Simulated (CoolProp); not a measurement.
Values from CoolProp's reference Helmholtz-energy equation of state, Zhou 2012.

Give the vapour pressure (kPa), liquid density (kg/m³), liquid cp (kJ/(kg K)), surface tension (mN/m) of saturated ethylbenzene at 410.8 K.


```json
[
 {"T (K)": "410.8", "p (kPa)": "105", "liquid density (kg/m³)": "759", "liquid cp (kJ/(kg K))": "2.15", "surface tension (mN/m)": "16.8"}
]
```

Surface tension comes from a separate correlation (Mulero 2014).
